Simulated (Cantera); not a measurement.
# Catalytic stagnation flow on Pt

A jet of 4.15 % CH4, 11.7 % O2, 84.1 % N2 at 300 K and 0.250 bar hits a platinum plate 3.5 cm away at a mass flux of 0.058 kg/m²/s; the plate temperature is set and raised in steps from an oxygen-covered start.

Computed with Cantera and Deutschmann's 1995 Pt surface mechanism with GRI-Mech 3.0 gas chemistry. Catalytic surfaces can have several steady states; this one follows from the mechanism file's or the stated starting coverage.

| plate T (K) | wall x CH4 | wall x O2 | wall x H2O | wall x OH | wall x CO | wall x CO2 | θ free Pt | θ O* | θ OH* |
|---|---|---|---|---|---|---|---|---|---|
| 950 | 0.0150 | 0.0606 | 0.0496 | 7.72e-8 | 7.43e-6 | 0.0325 | 0.243 | 0.754 | 0.00258 |
| 1000 | 0.00987 | 0.0499 | 0.0589 | 2.07e-7 | 6.74e-6 | 0.0387 | 0.319 | 0.679 | 0.00254 |
| 1050 | 0.00688 | 0.0437 | 0.0642 | 4.86e-7 | 6.30e-6 | 0.0423 | 0.393 | 0.605 | 0.00236 |
| 1100 | 0.00508 | 0.0399 | 0.0674 | 1.04e-6 | 6.16e-6 | 0.0444 | 0.463 | 0.534 | 0.00212 |
| 1150 | 0.00394 | 0.0377 | 0.0693 | 2.07e-6 | 6.28e-6 | 0.0457 | 0.530 | 0.468 | 0.00187 |
| 1200 | 0.00318 | 0.0363 | 0.0705 | 3.83e-6 | 6.64e-6 | 0.0465 | 0.592 | 0.406 | 0.00163 |
| 1250 | 0.00266 | 0.0355 | 0.0711 | 6.71e-6 | 7.27e-6 | 0.0468 | 0.649 | 0.349 | 0.00141 |
x: mole fraction at the wall; θ: surface coverage.
